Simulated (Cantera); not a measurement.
A freely propagating, adiabatic, planar premixed flame of C₃H₈ : O₂ : N₂ : CO₂ = 1 : 5 : 18.8 : 6.8 (molar parts), unburnt at 525 K and 2.20 bar; mixture-averaged transport, grid criteria slope 0.08 and curve 0.16, no radiation.

Detailed kinetics in Cantera: GRI-Mech 3.0 (53 species, 325 reactions). GRI-Mech 3.0 was tuned for natural gas; its chemistry of propane as a main component is partial and can be far from experiment. Burning velocities carry a grid error of a few per cent, more on coarse grids.

**Question.** What does this change do: inlet temperature 525 to 500 K?

**Answer.** 
```csv
quantity,before,after
laminar burning velocity,28.6 cm/s,25.4 cm/s
thermal thickness,0.350 mm,0.366 mm
peak x(CO),0.0478,0.0466
peak x(O),0.00118,0.00110
```
